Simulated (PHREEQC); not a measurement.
Consider water at 25 °C with 0.014 mol NH3, 0.00085 mol K2SO4 and 1.55e-06 mol CO2 per kg of water. Closed to the air; pH follows from the charge balance.

The numbers come from PHREEQC with the ion-association model, wateq4f.dat.

Question: The ionic strength comes out as 0.00305 mol/kgw. What activity coefficients do CO3-2, SO4-2, K+, NH4+, NH4SO4- get?

Answer: CO3-2 0.79, SO4-2 0.79, K+ 0.94, NH4+ 0.94, NH4SO4- 0.94.

No solid was allowed to form.
